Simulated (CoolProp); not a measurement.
Model: reference Helmholtz-energy equation of state, Thol 2014, in CoolProp.

**Question.** Give the vapour pressure (MPa), enthalpy of vaporisation (kJ/kg), liquid cp (kJ/(kg K)), vapour Z of saturated diethyl ether at 363.3 K.

**Answer.** 
```csv
T (K),p (MPa),enthalpy of vaporisation (kJ/kg),liquid cp (kJ/(kg K)),vapour Z
363.3,0.519,303,2.61,0.863
```
